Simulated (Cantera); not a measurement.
A closed system holds: 1 mol Si₂Cl₆, 5.9 mol NH₃, 8.1 mol N₂, equilibrated at 19000 Pa.

These are equilibrium values from Cantera (NASA tables, ideal gas, pure condensed phases), not measurements of a reactor. Candidate condensed phases: NH₄Cl, Si, Si₃N₄; 28 gas species. The feed counts by its element totals alone. The tables' values for SiCl₃, SiCl are old estimates; treat these amounts as uncertain. Kinetics and transport are ignored.

x: gas mole fraction; n: condensed amount in mol.

```tsv
T (°C)	x N₂	x H₂	x HCl	x SiCl₂	x SiCl₄	n Si₃N₄(s)
700	0.460	0.295	0.234	4.26e-8	0.0112	0.586
800	0.458	0.290	0.242	…	…	0.600
900	0.457	0.287	0.248	1.31e-5	0.00749	0.611
1000	0.456	0.285	0.252	0.000114	0.00624	0.617
1100	0.456	0.284	0.253	0.000698	0.00514	0.616
1200	0.456	0.285	0.249	0.00318	0.00396	0.598
1300	0.459	0.290	0.234	0.0106	0.00254	0.545
1400	0.463	0.300	0.205	0.0254	0.00120	0.441
1500	0.469	0.314	…	…	…	…
1600	0.475	0.327	0.129	0.0645	0.000121	0.161
```

Problem. Some entries are withheld; supply them.

Solution. 
- 800, x SiCl₂: 9.86e-7
- 800, x SiCl₄: 0.00907
- 1500, x HCl: 0.167
- 1500, x SiCl₂: 0.0452
- 1500, x SiCl₄: 0.000419
- 1500, n Si₃N₄(s): 0.302
